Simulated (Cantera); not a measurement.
A Cantera script and what it prints.

```python
import numpy as np
import cantera as ct

gas_names = """
    Br Br2 H HBr HO2 H2 H2O H2O2 O OH O2 O3
""".split()
cond_names = """
    Br2(cr) Br2(L) H2O(s) H2O(L)
""".split()


def load(file, names, dense=False):
    # The tables refer to 1 bar. Condensed volumes are neglected.
    table = {s.name: s for s in ct.Species.list_from_file(file)}
    out = []
    for n in names:
        d = dict(table[n].input_data)
        d["thermo"] = dict(d["thermo"], **{"reference-pressure": 1e5})
        if dense:
            d["equation-of-state"] = {"model": "constant-volume", "density": "1e6 g/cm^3"}
        out.append(ct.Species.from_dict(d))
    return out


gas = ct.Solution(thermo="ideal-gas", species=load("nasa_gas.yaml", gas_names))
cond = {s.name: ct.Solution(thermo="fixed-stoichiometry", species=[s], name=s.name)
        for s in load("nasa_condensed.yaml", cond_names, dense=True)}
atoms = {
    'HBr': {'H': 1, 'Br': 1},
    'O2': {'O': 2},
}
top_T = {}  # K; cautious upper limits of use, not melting points


def equilibrate(T, P, feed):
    n = {}
    for name, mol in feed.items():
        for a, k in atoms[name].items():
            n[a] = n.get(a, 0.0) + k * mol
    gas.TPX = T, P, n
    mass = sum(n.values()) * gas.mean_molecular_weight
    gas.equilibrate("TP")
    valid = [c for c in cond.values() if c.min_temp <= T <= top_T.get(c.name, c.max_temp)]
    mix = ct.Mixture([(gas, mass / gas.mean_molecular_weight)] + [(c, 0.0) for c in valid])
    mix.T, mix.P = T, P
    mix.equilibrate("TP", solver="vcs", rtol=1e-11, max_steps=5000)
    return mix


results = []
feed = {'HBr': 1, 'O2': 2.2}  # mol
T = 2523  # K
P = 730000  # Pa
mix = equilibrate(T, P, feed)
results.append((T, P, feed, dict(zip(mix.species_names, mix.species_moles))))
x = sorted(zip(gas.X, gas.species_names), reverse=True)
print(f"T = {T:g} K  P = {P:g} Pa  gas = {mix.phase_moles(0):.4g} mol")
print("   x: " + "  ".join(f"{s} {v:.3e}" for v, s in x if v > 0.0001))
print("   condensed (mol): " + ("  ".join(f"{mix.phase(i).name} {mix.phase_moles(i):.4g}"
      for i in range(1, mix.n_phases) if mix.phase_moles(i) > 1e-12) or "none"))
```

It prints:

```
T = 2523 K  P = 730000 Pa  gas = 3.41 mol
   x: O2 5.776e-01  Br 2.358e-01  H2O 1.172e-01  HBr 4.459e-02  OH 1.317e-02  Br2 6.455e-03  O 4.561e-03  H2 3.792e-04  H 2.003e-04
   condensed (mol): none
```

Cantera equilibrium calculation (NASA polynomials, part measured and part estimated; ideal gas, pure solids and liquids).
